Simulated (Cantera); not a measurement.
Input: 1 mol borazine, 5 mol O₂, 1.1 mol N₂, at 1.00 bar.

Cantera equilibrium calculation (NASA polynomials, part measured and part estimated; ideal gas, pure solids and liquids). Candidate condensed phases: B, BN, B₂O₃, B₃O₃H₃, H₂O; 39 gas species. The feed counts by its element totals alone. Rates play no part. All values below are at 2098 K.

Base state: N₂ 0.308, HBO₂ 0.271, H₂O 0.220, O₂ 0.144, B₂O₃ 0.0404, BO₂ 0.00647, NO 0.00512, OH 0.00436 (mole fractions); condensed: gas only.

### Question
What changes in the equilibrium state with this change: O₂ from 5 to 1.6 mol?

### Answer
```json
[
 {"species": "H₂", "before": "0.000339", "after": "0.410"},
 {"species": "N₂", "before": "0.308", "after": "0.351"},
 {"species": "B₂O₃", "before": "0.0404", "after": "0.0978"},
 {"species": "HBO₂", "before": "0.271", "after": "0.0371"},
 {"species": "H₂O", "before": "0.220", "after": "0.00170"},
 {"species": "O₂", "before": "0.144", "after": "<1e-9"},
 {"species": "B₂O₂", "before": "7.18e-8", "after": "0.0272"},
 {"species": "HBO", "before": "3.21e-6", "after": "0.0687"},
 {"species": "O", "before": "0.000520", "after": "3.32e-9"},
 {"species": "NO", "before": "0.00512", "after": "3.50e-8"},
 {"species": "B₃O₃H₃", "before": "<1e-9", "after": "4.74e-5"},
 {"species": "BN(s), mol", "before": "0", "after": "0.680"}
]
```
The tables' values for BH₂ are old estimates; treat these amounts as uncertain.
